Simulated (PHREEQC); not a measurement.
A solution holds 0.001 mol/kgw HF, 0.00044 mol/kgw (CH3)4NF and 0.00011 mol/kgw (NH4)2SiF6, at 54 °C. Closed to the air; pH follows from the charge balance.

Equilibrium calculation in PHREEQC: ion-association model, wateq4f.dat.

```csv
quantity,before,after
pH,3.41,4.87
ionic strength (mol/kgw),0.00106,2.03e-5
F- (mol/kgw),0.00106,2.03e-5
HF (mol/kgw),0.00103,7.14e-7
HF2- (mol/kgw),4.75e-6,6.33e-11
NH3 (mol/kgw),1.99e-9,5.88e-10
SI of Quartz (SiO2),-0.37,-2.37
```

Q: What was changed between the two runs?
(A) diluted 100-fold with water
(B) (CH3)4NF left out
(C) (CH3)4NF from 0.00044 to 0.0044 mol/kgw
(D) (NH4)2SiF6 from 0.00011 to 5.5e-05 mol/kgw

A: A, diluted 100-fold with water

This is a speciation only: nothing precipitates in the calculation. (CH3)4N+ isn't in the database: it is added as a free cation with an ion size of 4 Å. Constants without temperature data keep their 25 °C values here. SiF6-2 is the database's only silicon fluoride.
